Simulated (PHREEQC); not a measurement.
Make-up at 90 °C: 0.15 mol HF and 0.11 mol NH4HF2 per kg of water. Closed to the air; pH follows from the charge balance.

Model: ion-association model, wateq4f.dat, run in PHREEQC.

No solid was allowed to form.

### Question
Estimate the pH, activity of water.

### Answer
pH 3.09; activity of water 0.993.

### Question
In which forms is F present?

### Answer
HF 52 %, HF2- 27 %, F- 16 %, H2F2 4.0 % of the F.

Constants without temperature data keep their 25 °C values here.
